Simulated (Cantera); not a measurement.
An adiabatic, constant-pressure homogeneous reactor starts with C3H8 : O2 : N2 : CO2 = 1 : 6.25 : 16.2 : 0.56 (molar parts), at 1150 K and 4130 Torr.

Detailed kinetics in Cantera: GRI-Mech 3.0 (53 species, 325 reactions). GRI-Mech 3.0 was tuned for natural gas; its chemistry of propane as a main component is partial and can be far from experiment.

### Question
Predict: time of steepest temperature rise; temperature at 2.00 s; equilibrium temperature; x(O2) at 2.00 s; x(CO2) at 2.00 s; x(NO2) at 2.00 s; x(OH) at 2.00 s; x(HCO) at 2.00 s; x(NO) at 2.00 s.

### Answer
```
Item                                                                Result
---------------------------------  ---------------------------------------
time of steepest temperature rise                                  5.16 ms
temperature at 2.00 s                                               2759 K
equilibrium temperature                                             2759 K
x(O2) at 2.00 s                      0.0513 (gas-phase equilibrium 0.0513)
x(CO2) at 2.00 s                       0.112 (gas-phase equilibrium 0.112)
x(NO2) at 2.00 s                   1.23e-5 (gas-phase equilibrium 1.23e-5)
x(OH) at 2.00 s                      0.0165 (gas-phase equilibrium 0.0165)
x(HCO) at 2.00 s                   3.18e-8 (gas-phase equilibrium 3.18e-8)
x(NO) at 2.00 s                      0.0153 (gas-phase equilibrium 0.0153)
```
